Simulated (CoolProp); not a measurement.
Vapour-liquid equilibrium of hydrogen sulfide (1) + isobutane (2) at 1.98 MPa; x and y are mole fractions of (1).

Computed with CoolProp (multi-fluid Helmholtz-energy mixture model, Lemmon 2006 and Bücker 2006; pair parameters Kunz 2012).

Give the bubble temperature and the first vapour's composition at x = 0.425, 0.5, 0.575. Is there an azeotrope?

x = 0.425: 319.9 K, y = 0.744; x = 0.5: 315.3 K, y = 0.791; x = 0.575: 311.6 K, y = 0.828. No azeotrope shows between x = 0.05 and 0.95.

Pair parameters are fitted to limited data, so mixtures are less certain than the pure fluids. The gap from Raoult's law changes sign with composition, which may be real or a fault of the pair parameters; it wasn't checked against measurements.
